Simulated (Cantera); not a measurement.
A closed system holds: 1 mol V, 15 mol N2, held at 800 K and 0.0100 bar.

Cantera equilibrium calculation (NASA polynomials, part measured and part estimated; ideal gas, pure solids and liquids). Candidate condensed phases: V, VN; 4 gas species. VN: taken at fixed stoichiometry. Condensed phases not in the tables: V2N. Equilibrium is a limit: real reactors are often held back by kinetics, nucleation or transport.

Base state: N2 1.00 (mole fractions); condensed: VN(s).

Question: What changes in the equilibrium state with this change: temperature from 800 K to 2248.15 K?

Answer: 
```csv
species,before,after
N2,1.00,0.994
V,<1e-9,0.00621
"VN(s), mol",1.00,0
"V(l), mol",0,0.906
```
Condensed phases not in the tables: V2N, N, O or C dissolved in the metal.
